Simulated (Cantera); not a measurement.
A Cantera script and what it prints.

```python
import numpy as np
import cantera as ct

gas_names = """
    H HNO HNO2 HNO3 HO2 H2 H2O H2O2 N NH NH2 NH3 NH2OH NO NO2 NO3 N2 N2H2 N2H4 N2O O OH O2 O3 Pb PbO Pb2
""".split()
cond_names = """
    H2O(s) H2O(L) Pb(cr) Pb(L) PbO(rd) PbO(yw) PbO(L) PbO2(s) Pb3O4(s)
""".split()


# ... load() reads the species with a 1 bar reference pressure and builds the phases ...
atoms = {
    'Pb': {'Pb': 1},
    'O2': {'O': 2},
    'N2': {'N': 2},
    'H2': {'H': 2},
}
top_T = {'Pb3O4(s)': 820}  # K; cautious upper limits of use, not melting points


# ... equilibrate(T, P, feed) seeds the gas with the atoms and calls Mixture.equilibrate('TP', solver="vcs", rtol=1e-11, max_steps=5000) ...
results = []
feed = {'Pb': 1, 'O2': 0.6, 'N2': 91, 'H2': 0.92}  # mol
P = 890  # Pa
for T in [525, 550, 575, 600, 625, 650, 675, 700, 725, 750, 775]:
    mix = equilibrate(T, P, feed)
    results.append((T, P, feed, dict(zip(mix.species_names, mix.species_moles))))

top = {s: max(r[3][s] / sum(r[3][g] for g in gas_names) for r in results) for s in gas_names}
cols = sorted((s for s in top if top[s] > 0.0001), key=lambda s: -top[s])[:6]
seen = [c for c in cond_names if any(r[3].get(c, 0) > 1e-12 for r in results)]
print("log10 of partial pressures in bar; condensed amounts in mol")
print(f"{'T/K':>10s}" + "".join(f"{s[:9]:>10s}" for s in cols + seen))
for T, P, feed, n in results:
    ng = sum(n[g] for g in gas_names)
    print(f"{T:10.4g}" + "".join(f"{np.log10(max(n[s] / ng * P / 1e5, 1e-99)):10.3f}" for s in cols)
          + "".join(f"{n.get(c, 0):10.4g}" for c in seen))
```

It prints:

```
log10 of partial pressures in bar; condensed amounts in mol
       T/K        N2       H2O    Pb(cr)     Pb(L)   PbO(rd)   PbO(yw)
       525    -2.055    -4.050      0.72         0      0.28         0
       550    -2.055    -4.050      0.72         0      0.28         0
       575    -2.055    -4.050      0.72         0      0.28         0
       600    -2.055    -4.050      0.72         0      0.28         0
       625    -2.055    -4.050         0      0.72      0.28         0
       650    -2.055    -4.050         0      0.72      0.28         0
       675    -2.055    -4.050         0      0.72      0.28         0
       700    -2.055    -4.050         0      0.72      0.28         0
       725    -2.055    -4.050         0    0.7199      0.28         0
       750    -2.055    -4.050         0    0.7199      0.28         0
       775    -2.055    -4.050         0    0.7197         0    0.2801
```

Cantera equilibrium calculation (NASA polynomials, part measured and part estimated; ideal gas, pure solids and liquids).
